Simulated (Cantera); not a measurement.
A freely propagating, adiabatic, planar premixed flame of 12.0 % CH4, 18.5 % O2, 69.5 % N2, unburnt at 500 K and 1.00 atm; mixture-averaged transport, grid criteria slope 0.08 and curve 0.16, no radiation.

Computed with Cantera and GRI-Mech 3.0 (53 species, 325 reactions). Burning velocities carry a grid error of a few per cent, more on coarse grids.

x: mole fraction of selected species; z is measured from the peak of heat release.

```json
[
 {"z (mm)": "-1.29", "T (K)": "500", "u (m/s)": "0.672", "x CH4": "0.120", "x O2": "0.185", "x HCO": "<1e-8", "x OH": "<1e-8", "x C2H": "<1e-8", "x C2H6": "4.96e-8"},
 {"z (mm)": "-0.859", "T (K)": "504", "u (m/s)": "0.680", "x CH4": "0.119", "x O2": "0.184", "x HCO": "<1e-8", "x OH": "<1e-8", "x C2H": "<1e-8", "x C2H6": "1.28e-6"},
 {"z (mm)": "-0.644", "T (K)": "519", "u (m/s)": "0.704", "x CH4": "0.117", "x O2": "0.182", "x HCO": "<1e-8", "x OH": "1.36e-8", "x C2H": "<1e-8", "x C2H6": "9.34e-6"},
 {"z (mm)": "-0.430", "T (K)": "626", "u (m/s)": "0.859", "x CH4": "0.109", "x O2": "0.173", "x HCO": "<1e-8", "x OH": "6.06e-7", "x C2H": "<1e-8", "x C2H6": "0.000141"},
 {"z (mm)": "-0.215", "T (K)": "1109", "u (m/s)": "1.55", "x CH4": "0.0723", "x O2": "0.130", "x HCO": "8.58e-7", "x OH": "2.23e-5", "x C2H": "<1e-8", "x C2H6": "0.00137"},
 {"z (mm)": "-0.107", "T (K)": "1518", "u (m/s)": "2.16", "x CH4": "0.0385", "x O2": "0.0850", "x HCO": "1.42e-5", "x OH": "0.000216", "x C2H": "…", "x C2H6": "0.00136"},
 {"z (mm)": "0", "T (K)": "1870", "u (m/s)": "2.68", "x CH4": "0.00995", "x O2": "0.0383", "x HCO": "3.92e-5", "x OH": "0.00127", "x C2H": "…", "x C2H6": "0.000155"},
 {"z (mm)": "0.107", "T (K)": "2028", "u (m/s)": "2.91", "x CH4": "0.00113", "x O2": "0.0128", "x HCO": "1.91e-5", "x OH": "0.00307", "x C2H": "…", "x C2H6": "2.21e-6"},
 {"z (mm)": "0.215", "T (K)": "2071", "u (m/s)": "2.97", "x CH4": "9.01e-5", "x O2": "0.00440", "x HCO": "2.96e-6", "x OH": "0.00404", "x C2H": "…", "x C2H6": "1.76e-8"},
 {"z (mm)": "0.430", "T (K)": "2093", "u (m/s)": "2.99", "x CH4": "7.77e-7", "x O2": "0.00133", "x HCO": "1.60e-7", "x OH": "0.00415", "x C2H": "<1e-8", "x C2H6": "<1e-8"},
 {"z (mm)": "0.859", "T (K)": "2115", "u (m/s)": "3.01", "x CH4": "<1e-8", "x O2": "0.000800", "x HCO": "1.05e-7", "x OH": "0.00367", "x C2H": "<1e-8", "x C2H6": "<1e-8"},
 {"z (mm)": "1.72", "T (K)": "2140", "u (m/s)": "3.04", "x CH4": "<1e-8", "x O2": "0.000493", "x HCO": "8.01e-8", "x OH": "0.00296", "x C2H": "<1e-8", "x C2H6": "<1e-8"},
 {"z (mm)": "3.44", "T (K)": "2163", "u (m/s)": "3.07", "x CH4": "<1e-8", "x O2": "0.000245", "x HCO": "5.53e-8", "x OH": "0.00213", "x C2H": "<1e-8", "x C2H6": "<1e-8"}
]
```

### Question
What belongs in the gaps?

### Answer

- -0.107, x C2H: 3.37e-8
- 0, x C2H: 9.25e-7
- 0.107, x C2H: 1.39e-6
- 0.215, x C2H: 3.54e-7
